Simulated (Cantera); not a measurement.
A closed system holds: 1 mol MgCO3, 0.17 mol CO2, equilibrated at 848.15 K and 13300 Pa.

Cantera equilibrium calculation (NASA polynomials, part measured and part estimated; ideal gas, pure solids and liquids). Candidate condensed phases: C, Mg, MgCO3, MgO; 15 gas species. Rates play no part.

**Question.** What is the equilibrium state?

**Answer.** 
```json
{
 "x(CO2)": "1.00",
 "n(MgO(s))": "1.00 mol",
 "gas_amount": "1.170 mol",
 "log10 activity of MgCO3(s) (absent)": "-2.64",
 "log10 activity of C(graphite) (absent)": "-15.88",
 "log10 activity of Mg(s) (absent)": "-26.72"
}
```
